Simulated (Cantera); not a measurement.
A perfectly stirred reactor is fed with 5.45 % CH4, 19.8 % O2, 74.7 % N2, at 0.987 atm; it is adiabatic with a 498 K inlet, and is followed from long to short residence time, starting on the burning branch (τ in s: 0.056, 0.021, 0.0078, 0.0029, 0.0011, 0.00041, 0.00015, 5.7e-05, 2.1e-05).

Computed with Cantera and GRI-Mech 3.0 (53 species, 325 reactions).

One state of this run: T (K) = 1575; x CH4 = 0.000636; x O2 = 0.0954; x HO2 = 3.93e-5; x CH2CO = 2.35e-7; x CH3 = 6.69e-5; x OH = 0.00310; x CH2 = 2.14e-6. x: mole fraction; the columns are a selection and need not sum to one.

Q: Which value of τ (s) does it belong to?
A. 0.0011
B. 5.7e-5
C. 0.0029
D. 0.00041

A: D, 0.00041
